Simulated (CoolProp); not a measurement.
Vapour-liquid equilibrium of R113 (1) + acetone (2) at 7.06 kPa; x and y are mole fractions of (1).

Values from CoolProp's multi-fluid Helmholtz-energy mixture model, Marx 1992 and Lemmon 2006; pair parameters Bell 2016.

| x | bubble temperature, mixture model (°C) | bubble temperature, Raoult's law (°C) | y, mixture model | y, Raoult's law |
|---|---|---|---|---|
| 0.05 | [?] | -5.7 | 0.209 | 0.080 |
| 0.15 | -12.4 | -6.8 | [?] | 0.228 |
| 0.25 | -14.5 | -7.9 | 0.528 | 0.359 |
| 0.35 | -15.6 | -8.9 | 0.588 | 0.476 |
| 0.45 | [?] | -9.9 | 0.627 | 0.581 |
| 0.55 | -16.5 | -10.8 | 0.659 | 0.675 |
| 0.65 | -16.7 | -11.7 | [?] | 0.760 |
| 0.75 | -16.8 | -12.6 | [?] | 0.837 |
| 0.85 | -16.5 | -13.4 | 0.793 | 0.907 |
| 0.95 | -15.6 | -14.2 | [?] | 0.970 |

**Question.** What belongs in the gaps?

**Answer.** 
- 0.05, bubble temperature, mixture model (°C): -8.4
- 0.15, y, mixture model: 0.424
- 0.45, bubble temperature, mixture model (°C): -16.2
- 0.65, y, mixture model: 0.690
- 0.75, y, mixture model: 0.731
- 0.95, y, mixture model: 0.905

The largest gap from Raoult's law is -6.7 K in bubble temperature, at x = 0.35. y crosses x between x = 0.65 and 0.75: the model has an azeotrope there.

Pair parameters are fitted to limited data, so mixtures are less certain than the pure fluids.
